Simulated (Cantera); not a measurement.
A freely propagating, adiabatic, planar premixed flame of 41.6 % H2, 12.2 % O2, 46.2 % N2, unburnt at 575 K and 32000 Pa; mixture-averaged transport, grid criteria slope 0.08 and curve 0.16, no radiation.

Model: the H2/O2 subset of GRI-Mech 3.0, which has no nitrogen chemistry, integrated in Cantera. Burning velocities carry a grid error of a few per cent, more on coarse grids.

Problem. Predict: laminar burning velocity; thermal thickness; peak x(H2O2); peak x(O); peak x(OH).

Solution. 
| Item | Result |
|---|---|
| laminar burning velocity | 736 cm/s |
| thermal thickness | 1.95 mm |
| peak x(H2O2) | 2.87e-6 |
| peak x(O) | 0.00673 |
| peak x(OH) | 0.00851 |
